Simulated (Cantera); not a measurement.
What does this Cantera script print?

```python
import numpy as np
import cantera as ct

surf = ct.Interface("ptcombust.yaml", "Pt_surf")
gas = surf.adjacent["gas"]
gas.TPX = 998, 500000, {'H2': 0.011, 'O2': 0.0033, 'N2': 0.79}
surf.TP = 998, 500000
reactor = ct.FlowReactor(gas, clone=False)
reactor.area = 0.0001  # m2
reactor.surface_area_to_volume_ratio = 100  # 1/m
reactor.mass_flow_rate = 2.1 * reactor.area * gas.density  # inlet velocity 2.1 m/s
reactor.energy_enabled = False
wall = ct.ReactorSurface(surf, reactor, clone=False)
net = ct.ReactorNet([reactor])
net.rtol, net.atol = 1e-8, 1e-16
show, cover = ['H2', 'O2', 'H2O'], ['PT(S)', 'H(S)', 'O(S)', 'OH(S)', 'CO(S)', 'C(S)']

rows = []
print(f"{'z/m':>9s}{'u/(m/s)':>9s}" + "".join(f"{s:>13s}" for s in show + cover))
for z in [0.00063, 0.0012, 0.0024, 0.0046, 0.0088, 0.017, 0.033, 0.063]:
    net.advance(z)
    rows.append([reactor.speed, *gas[show].X, *surf[cover].coverages])
    print(f"{z:9.4g}{rows[-1][0]:9.3g}" + "".join(f"{x:13.4e}" for x in rows[-1][1:]))
```

Result:

```
      z/m  u/(m/s)           H2           O2          H2O        PT(S)         H(S)         O(S)        OH(S)        CO(S)         C(S)
  0.00063      2.1   1.1832e-02   3.1783e-03   1.8568e-03   9.8301e-01   1.6968e-02   3.0795e-06   6.5598e-06   2.0991e-27   4.0687e-25
   0.0012      2.1   1.0521e-02   2.5206e-03   3.1777e-03   9.8384e-01   1.6131e-02   2.6076e-06   6.1253e-06  -1.3194e-27   8.0649e-27
   0.0024     2.09   8.5730e-03   1.5442e-03   5.1386e-03   9.8516e-01   1.4798e-02   1.8136e-06   5.4187e-06   3.2541e-26   2.8476e-22
   0.0046     2.09   6.7419e-03   6.2613e-04   6.9823e-03   9.8653e-01   1.3420e-02   9.2391e-07   4.6644e-06   1.6484e-25   1.2907e-18
   0.0088     2.09   5.7146e-03   1.1103e-04   8.0167e-03   9.8737e-01   1.2580e-02   3.3644e-07   4.1887e-06  -2.0125e-26  -2.4485e-18
    0.017     2.09   5.5007e-03   3.7731e-06   8.2321e-03   9.8755e-01   1.2398e-02   2.0366e-07   4.0837e-06   1.0944e-26  -6.3076e-21
    0.033     2.09   5.4931e-03   5.1352e-09   8.2397e-03   9.8756e-01   1.2391e-02   1.9892e-07   4.0800e-06   4.6154e-19   1.2116e-15
    0.063     2.09   5.4931e-03   1.4648e-12   8.2397e-03   9.8756e-01   1.2391e-02   1.9891e-07   4.0800e-06   9.2234e-21   2.4256e-17
```

Detailed kinetics in Cantera: Deutschmann's 1995 Pt surface mechanism with GRI-Mech 3.0 gas chemistry. Catalytic surfaces can have several steady states; this one follows from the mechanism file's or the stated starting coverage. Mass transfer to the wall is taken as infinitely fast.
